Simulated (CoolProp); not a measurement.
Vapour-liquid equilibrium of methane (1) + ethylene (2) at -134.85 °C; x and y are mole fractions of (1).

Model: multi-fluid Helmholtz-energy mixture model, Setzmann 1991 and Smukala 2000; pair parameters Bell 2016, in CoolProp.

**Question.** Give the bubble pressure and the first vapour's composition at x = 0.2, 0.8, 0.875. Is there an azeotrope?

**Answer.** x = 0.2: 0.1716 MPa, y = 0.948; x = 0.8: 0.4780 MPa, y = 0.992; x = 0.875: 0.5146 MPa, y = 0.994. No azeotrope shows between x = 0.05 and 0.95.

Pair parameters are fitted to limited data, so mixtures are less certain than the pure fluids.
